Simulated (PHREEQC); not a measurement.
## Leach liquor: an equilibrium model

Consider water at 25 °C with 0.026 mol/kgw HCl, 0.00038 mol/kgw FeSO4 and 0.0053 mol/kgw Fe2(SO4)3. Closed to the air; pH follows from the charge balance.

The numbers come from PHREEQC with the ion-association model, wateq4f.dat.

Each row changes one thing in this solution. No solid was allowed to form.

| case | pH | ionic strength (mol/kgw) | HSO4- (mol/kgw) | SO4-2 (mol/kgw) |
|---|---|---|---|---|
| as made | 1.73 | 0.0462 | 0.00378 | 0.00363 |
| temperature from 25 to 10 °C | 1.72 | 0.0480 | 0.00326 | 0.00416 |
| Fe2(SO4)3 left out | 1.65 | 0.0271 | 0.000219 | 0.000157 |
| FeSO4 from 0.00038 to 0.0038 mol/kgw | 1.75 | 0.0534 | 0.00475 | 0.00500 |
| FeSO4 replaced by ZnSO4 at the same molality | 1.73 | 0.0462 | 0.00377 | 0.00363 |

Species that the database lacks are ignored. Some of these states are supersaturated (in Hematite (slow to form), Goethite (slow to form), for instance). At this temperature some constants are extrapolated from 25 °C, and those without enthalpy data are left unchanged.
